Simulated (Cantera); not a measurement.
What does this Cantera script print?

```python
import numpy as np
import cantera as ct

surf = ct.Interface("ptcombust.yaml", "Pt_surf")
gas = surf.adjacent["gas"]
gas.TPX = 725, 78000, {'H2': 0.0042, 'O2': 0.022, 'N2': 0.79}
surf.TP = 725, 78000
reactor = ct.FlowReactor(gas, clone=False)
reactor.area = 0.0001  # m2
reactor.surface_area_to_volume_ratio = 1600  # 1/m
reactor.mass_flow_rate = 4.7 * reactor.area * gas.density  # inlet velocity 4.7 m/s
reactor.energy_enabled = False
wall = ct.ReactorSurface(surf, reactor, clone=False)
net = ct.ReactorNet([reactor])
net.rtol, net.atol = 1e-8, 1e-16
show, cover = ['H2', 'O2', 'H2O'], ['PT(S)', 'H(S)', 'O(S)', 'OH(S)', 'CO(S)', 'C(S)']

rows = []
print(f"{'z/m':>9s}{'u/(m/s)':>9s}" + "".join(f"{s:>13s}" for s in show + cover))
for z in [4.8e-05, 9.3e-05, 0.00018, 0.00035, 0.00067, 0.0013, 0.0025, 0.0048]:
    net.advance(z)
    rows.append([reactor.speed, *gas[show].X, *surf[cover].coverages])
    print(f"{z:9.4g}{rows[-1][0]:9.3g}" + "".join(f"{x:13.4e}" for x in rows[-1][1:]))
```

Output:

```
      z/m  u/(m/s)           H2           O2          H2O        PT(S)         H(S)         O(S)        OH(S)        CO(S)         C(S)
  4.8e-05      4.7   4.3371e-03   2.6560e-02   8.1074e-04   2.9879e-01   7.9239e-08   6.9758e-01   3.6287e-03  -7.1031e-26  -5.9480e-29
  9.3e-05      4.7   3.7737e-03   2.6285e-02   1.3756e-03   2.6276e-01   6.2003e-08   7.3362e-01   3.6225e-03   3.0314e-25   3.0704e-28
  0.00018     4.69   3.0078e-03   2.5911e-02   2.1435e-03   2.1263e-01   4.2092e-08   7.8382e-01   3.5457e-03   3.2155e-25   3.3672e-28
  0.00035     4.69   2.1422e-03   2.5489e-02   3.0114e-03   1.5455e-01   2.4076e-08   8.4213e-01   3.3179e-03   5.1445e-27   4.4872e-30
  0.00067     4.69   1.3764e-03   2.5116e-02   3.7791e-03   1.0260e-01   1.2046e-08   8.9447e-01   2.9263e-03  -4.9653e-27   1.0996e-30
   0.0013     4.69   7.8834e-04   2.4829e-02   4.3687e-03   6.4178e-02   5.5266e-09   9.3337e-01   2.4518e-03  -2.1320e-27   1.4505e-30
   0.0025     4.69   4.0130e-04   2.4640e-02   4.7567e-03   4.2080e-02   2.7290e-09   9.5586e-01   2.0565e-03   3.0283e-26   2.8554e-29
   0.0048     4.69   1.6293e-04   2.4524e-02   4.9957e-03   3.1195e-02   1.6286e-09   9.6700e-01   1.8061e-03   1.6696e-26   1.6351e-29
```

Computed with Cantera and Deutschmann's 1995 Pt surface mechanism with GRI-Mech 3.0 gas chemistry. Catalytic surfaces can have several steady states; this one follows from the mechanism file's or the stated starting coverage. Mass transfer to the wall is taken as infinitely fast.
